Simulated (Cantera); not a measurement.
Gas-phase reforming

A perfectly stirred reactor is fed with 33.3 % CH₄, 66.7 % CO₂, at 68000 Pa; it is held at 2223 K, and followed from long to short residence time.

Cantera simulation using GRI-Mech 3.0 (53 species, 325 reactions); the numbers are that mechanism's predictions, not measurements.

| τ (s) | x CH₄ | x CO₂ | x H₂O | x H₂ | x CO |
|---|---|---|---|---|---|
| 1.0 | 5.63e-5 | 0.0568 | 0.143 | 0.255 | 0.542 |
| 0.31 | 0.000211 | 0.0570 | 0.143 | 0.254 | 0.542 |
| 0.093 | 0.000732 | 0.0578 | 0.143 | 0.253 | 0.541 |
| 0.028 | 0.00213 | 0.0611 | 0.146 | 0.248 | 0.537 |
| 0.0085 | 0.00513 | 0.0731 | 0.156 | 0.232 | 0.520 |
| 0.0026 | 0.0107 | 0.108 | 0.179 | 0.199 | 0.469 |
| 0.00078 | 0.0226 | 0.189 | 0.190 | 0.165 | 0.367 |
x: mole fraction; the columns are a selection and need not sum to one.
